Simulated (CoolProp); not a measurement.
The fluid at 298.15 K and 10.6 MPa flows at 4.1 m/s in a round tube of 6 mm bore and 15 µm roughness, fully developed (64/Re and Nu = 3.66 if laminar; Colebrook and Gnielinski if turbulent). The same conditions are run with several fluids, on thermodynamics alone (safety and materials aside).

Computed with CoolProp (reference Helmholtz-energy equation of state of each fluid (C2F6 (R116): Lemmon 2006; methane: Setzmann 1991; nitrogen: Span 2000; normal hydrogen: Leachman 2009; dry air: Lemmon 2000)). Blends and air are pseudo-pure fits.

| fluid | Reynolds number | Darcy friction factor | pressure drop (Pa/m) | heat-transfer coefficient (W/(m² K)) | mass flow (kg/h) |
|---|---|---|---|---|---|
| C2F6 (R116) | 238000 | 0.0255 | 41900 | 10300 | 489 |
| methane | 142000 | 0.0259 | 2950 | 3370 | 33.9 |
| nitrogen | 146000 | 0.0259 | 4320 | 2140 | 49.7 |
| normal hydrogen | 22100 | 0.0302 | 343 | 2130 | 3.38 |
| dry air | 148000 | 0.0259 | 4520 | 2180 | 52.1 |

Transport values come from each fluid's own correlations; those of C2F6 (R116) are estimates that may be off by 10 % or more.
